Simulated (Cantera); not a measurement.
# Silicon carbide growth: SiHCl3 + CH4 + H2

Input: 1 mol SiHCl3, 1 mol CH4, 1.3 mol H2, at 75.0 Torr.

Cantera equilibrium calculation (NASA polynomials, part measured and part estimated; ideal gas, pure solids and liquids). Candidate condensed phases: C, C6H6, C7H8, C8H18, Si, SiC; 109 gas species. The tables' values for SiCl3, SiCl are old estimates; treat these amounts as uncertain. Kinetics and transport are ignored.

| T (°C) | x H2 | x HCl | x SiCl2 | x SiCl4 | x H | n C(graphite) | n SiC(s) |
|---|---|---|---|---|---|---|---|
| 1250 | 0.481 | 0.490 | 0.0130 | 0.00897 | 5.07e-5 | 0.152 | 0.847 |
| 1350 | 0.474 | 0.496 | 0.0206 | 0.00360 | 0.000150 | 0.160 | 0.840 |
| 1450 | 0.475 | 0.489 | 0.0290 | 0.00142 | 0.000397 | 0.187 | 0.813 |
| 1550 | 0.479 | 0.476 | 0.0379 | 0.000579 | 0.000949 | 0.223 | 0.776 |
| 1650 | 0.485 | 0.461 | 0.0468 | 0.000247 | 0.00208 | 0.264 | 0.734 |
| 1750 | 0.491 | 0.443 | 0.0555 | 0.000111 | 0.00421 | 0.305 | 0.690 |
| 1850 | 0.496 | 0.424 | 0.0637 | 5.21e-5 | 0.00799 | 0.344 | 0.647 |
x: gas mole fraction; n: condensed amount in mol.

From 1250 °C to 1850 °C the condensed part is C(graphite) + SiC(s). The main Si-bearing gas is SiCl2 throughout. The share of Si in condensed phases is highest at 1250 °C (84.7 %) and lowest at 1850 °C (64.7 %).
